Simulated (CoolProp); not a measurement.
A single-stage vapour-compression cycle with R142b: evaporating at 324.15 K (dew point), condensing at 386.15 K (bubble point), superheat 5 K, subcooling 8 K, compressor efficiency 0.7, no pressure losses. Each further row changes one setting.

Model: reference Helmholtz-energy equation of state, Lemmon 2006, in CoolProp. It is a short technical equation, of lower accuracy than the large ones.

| case | cooling COP | pressure ratio | discharge temperature (K) | refrigerating effect (kJ/kg) | volumetric capacity (kJ/m³) |
|---|---|---|---|---|---|
| as stated | 2.48 | 3.78 | 400.3 | 106 | 3180 |
| evaporating temperature 329.15 K | 2.83 | 3.33 | 399.5 | 109 | 3710 |
| condensing temperature 381.15 K | 2.86 | 3.45 | 394.7 | 114 | 3430 |
| subcooling 13 K | 2.68 | 3.78 | 400.3 | 115 | 3440 |
| superheat 15 K | 2.56 | 3.78 | 409.6 | 116 | 3330 |
| compressor efficiency 0.6 | 2.12 | 3.78 | 405.3 | 106 | 3180 |
